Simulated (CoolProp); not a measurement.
A simple Rankine cycle with ammonia: condensing at 331.15 K, boiler at 8.16 MPa, turbine inlet 402.1 K, turbine efficiency 0.65, pump efficiency 0.7, no recuperator. Each further row changes one setting.

Values from CoolProp's reference Helmholtz-energy equation of state, Gao 2020.

| case | thermal efficiency (%) | net work (kJ/kg) | heat in (kJ/kg) | turbine exit temperature (K) | volume ratio over the turbine |
|---|---|---|---|---|---|
| as stated | 7.5 | 75.9 | 1010 | 331.1 | … |
| turbine inlet 422.1 K | 8.0 | 88.8 | … | 335.1 | 2.88 |
| condensing temperature 323.15 K | 8.5 | 89.9 | … | 323.1 | 3.77 |
| boiler pressure 5.71 MPa | 6.0 | 67.5 | 1120 | … | 2.09 |
| turbine efficiency 0.55 | 6.1 | … | 1010 | 331.1 | … |

### Question
Complete the blanks.

### Answer

- as stated, volume ratio over the turbine: 3.09
- turbine inlet 422.1 K, heat in (kJ/kg): 1110
- condensing temperature 323.15 K, heat in (kJ/kg): 1050
- boiler pressure 5.71 MPa, turbine exit temperature (K): 343.6
- turbine efficiency 0.55, net work (kJ/kg): 61.9
- turbine efficiency 0.55, volume ratio over the turbine: 3.14

The expansion ends wet for: as stated; condensing temperature 323.15 K; turbine efficiency 0.55.
